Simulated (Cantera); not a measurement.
A perfectly stirred reactor is fed with 19.2 % CH3OH, 17.0 % O2, 63.8 % N2, at 1.01 bar; it is adiabatic with a 798 K inlet, and is followed from long to short residence time, starting on the burning branch (τ in s: 0.3, 0.12, 0.049, 0.02, 0.0081, 0.0033, 0.0013, 0.00054, 0.00022, 9e-05).

Computed with Cantera and GRI-Mech 3.0 (53 species, 325 reactions). GRI-Mech 3.0 was tuned for natural gas; its chemistry of methanol as a main component is partial and can be far from experiment.

### Question
Predict: blow-out, bracketed by the residence times tried; x(CH3OH) at τ = 0.300 s; x(O2) at τ = 0.300 s; x(N2O) at τ = 0.300 s; x(H2) at τ = 0.300 s; x(CH3OH) at τ = 3.30 ms; x(O2) at τ = 3.30 ms; x(N2O) at τ = 3.30 ms; x(H2) at τ = 3.30 ms; x(C2H4) at τ = 3.30 ms.

### Answer
- blow-out, bracketed by the residence times tried = burning at 90.0 µs, the shortest tried
- x(CH3OH) at τ = 0.300 s = 4.79e-7
- x(O2) at τ = 0.300 s = 2.82e-5
- x(N2O) at τ = 0.300 s = 3.56e-9
- x(H2) at τ = 0.300 s = 0.0884
- x(CH3OH) at τ = 3.30 ms = 1.13e-5
- x(O2) at τ = 3.30 ms = 0.000549
- x(N2O) at τ = 3.30 ms = 7.36e-9
- x(H2) at τ = 3.30 ms = 0.0871
- x(C2H4) at τ = 3.30 ms = 5.19e-9
